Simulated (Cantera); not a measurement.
What does this Cantera script print?

```python
import numpy as np
import cantera as ct

gas = ct.Solution("gri30.yaml")
gas.TPX = 1300, 101325, {'N2O': 1, 'N2': 3}
inlet = ct.Reservoir(gas, clone=True)

reactor = ct.IdealGasConstPressureReactor(gas, energy="off", clone=False)
exhaust = ct.Reservoir(gas, clone=True)
tau = [4.8, 1.5, 0.49, 0.16, 0.05, 0.016, 0.0051][0]
for a, b in ((inlet, reactor), (reactor, exhaust)):
    ct.MassFlowController(a, b, mdot=lambda t: reactor.mass / tau)
net = ct.ReactorNet([reactor])
show = ['N2O', 'NO2', 'O', 'NO', 'N2', 'O2']

rows = []
print(f"{'tau/s':>10s}{'T/K':>9s}" + "".join(f"{s:>11s}" for s in show))
for tau in [4.8, 1.5, 0.49, 0.16, 0.05, 0.016, 0.0051]:
    net.initial_time = 0.0
    net.advance(30 * tau)
    before = gas.X
    net.advance(40 * tau)
    drift = np.max(np.abs(gas.X - before) / (gas.X + 1e-9))
    rows.append([gas.T, *gas[show].X, drift])
    print(f"{tau:10.3e}{gas.T:9.1f}" + "".join(f"{x:11.3e}" for x in gas[show].X))
```

Output:

```
     tau/s      T/K        N2O        NO2          O         NO         N2         O2
 4.800e+00   1300.0  1.932e-02  1.313e-04  2.201e-06  1.410e-02  8.711e-01  9.535e-02
 1.500e+00   1300.0  4.797e-02  1.579e-04  3.412e-06  1.697e-02  8.537e-01  8.116e-02
 4.900e-01   1300.0  9.796e-02  1.467e-04  4.776e-06  1.584e-02  8.265e-01  5.951e-02
 1.600e-01   1300.0  1.605e-01  9.677e-05  5.975e-06  1.061e-02  7.944e-01  3.437e-02
 5.000e-02   1300.0  2.111e-01  4.284e-05  6.733e-06  4.915e-03  7.691e-01  1.478e-02
 1.600e-02   1300.0  2.358e-01  1.413e-05  7.052e-06  1.842e-03  7.570e-01  5.381e-03
 5.100e-03   1300.0  2.453e-01  3.460e-06  7.149e-06  6.203e-04  7.523e-01  1.792e-03
```

Detailed kinetics in Cantera: GRI-Mech 3.0 (53 species, 325 reactions). GRI-Mech 3.0 was tuned for natural gas; its chemistry of N2O as a main component is partial and can be far from experiment. The mechanism lacks the step 2 NO + O2 → 2 NO2, which can matter for NO2 below about 1400 K. The temperature is held fixed by assumption; the heat of reaction is taken as removed at once.
